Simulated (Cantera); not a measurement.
Cantera run:

```python
import numpy as np
import cantera as ct

gas_names = """
    C CO CO2 C2 C2O C3 C3O2 C4 C5 Na NaO Na2 Na2O O O2 O3
""".split()
cond_names = """
    C(gr) Na(cr) Na(L) NaO2(s) Na2CO3(I) Na2CO3(II) Na2CO3(L) Na2O(c) Na2O(a) Na2O(L) Na2O2(a) Na2O2(b)
""".split()


# ... load() reads the species with a 1 bar reference pressure and builds the phases ...
atoms = {
    'Na2CO3': {'Na': 2, 'C': 1, 'O': 3},
    'O2': {'O': 2},
    'CO2': {'C': 1, 'O': 2},
}
top_T = {'C(gr)': 4500, 'NaO2(s)': 800, 'Na2O2(b)': 940}  # K; cautious upper limits of use, not melting points


# ... equilibrate(T, P, feed) seeds the gas with the atoms and calls Mixture.equilibrate('TP', solver="vcs", rtol=1e-11, max_steps=5000) ...
results = []
feed = {'Na2CO3': 1, 'O2': 1.2, 'CO2': 0.097}  # mol
P = 37000  # Pa
for T in [1473, 1523, 1573, 1623, 1673, 1723, 1773, 1823]:
    mix = equilibrate(T, P, feed)
    results.append((T, P, feed, dict(zip(mix.species_names, mix.species_moles))))
    x = sorted(zip(gas.X, gas.species_names), reverse=True)
    print(f"T = {T:g} K  P = {P:g} Pa  gas = {mix.phase_moles(0):.4g} mol")
    print("   x: " + "  ".join(f"{s} {v:.3e}" for v, s in x if v > 1e-05))
    print("   condensed (mol): " + ("  ".join(f"{mix.phase(i).name} {mix.phase_moles(i):.4g}"
          for i in range(1, mix.n_phases) if mix.phase_moles(i) > 1e-12) or "none"))
```

Result:

```
T = 1473 K  P = 37000 Pa  gas = 1.297 mol
   x: O2 9.250e-01  CO2 7.484e-02  Na 1.104e-04  NaO 1.723e-05
   condensed (mol): Na2CO3(L) 0.9999
T = 1523 K  P = 37000 Pa  gas = 1.298 mol
   x: O2 9.247e-01  CO2 7.494e-02  Na 3.458e-04  NaO 5.060e-05
   condensed (mol): Na2CO3(L) 0.9997
T = 1573 K  P = 37000 Pa  gas = 1.3 mol
   x: O2 9.236e-01  CO2 7.521e-02  Na 1.001e-03  NaO 1.380e-04  O 1.650e-05
   condensed (mol): Na2CO3(L) 0.9993
T = 1623 K  P = 37000 Pa  gas = 1.304 mol
   x: O2 9.210e-01  CO2 7.593e-02  Na 2.697e-03  NaO 3.509e-04  O 3.001e-05
   condensed (mol): Na2CO3(L) 0.998
T = 1673 K  P = 37000 Pa  gas = 1.314 mol
   x: O2 9.147e-01  CO2 7.764e-02  Na 6.782e-03  NaO 8.342e-04  O 5.255e-05  Na2O 2.012e-05
   condensed (mol): Na2CO3(L) 0.995
T = 1723 K  P = 37000 Pa  gas = 1.338 mol
   x: O2 9.006e-01  CO2 8.146e-02  Na 1.593e-02  NaO 1.850e-03  O 8.870e-05  Na2O 6.496e-05  CO 1.262e-05
   condensed (mol): Na2CO3(L) 0.988
T = 1773 K  P = 37000 Pa  gas = 1.389 mol
   x: O2 8.717e-01  CO2 8.933e-02  Na 3.485e-02  NaO 3.800e-03  Na2O 1.861e-04  O 1.441e-04  CO 2.437e-05
   condensed (mol): Na2CO3(L) 0.9729
T = 1823 K  P = 37000 Pa  gas = 1.498 mol
   x: O2 8.168e-01  CO2 1.043e-01  Na 7.102e-02  NaO 7.169e-03  Na2O 4.673e-04  O 2.241e-04  CO 4.937e-05  Na2 1.410e-05
   condensed (mol): Na2CO3(L) 0.9407
```

Cantera equilibrium calculation (NASA polynomials, part measured and part estimated; ideal gas, pure solids and liquids).
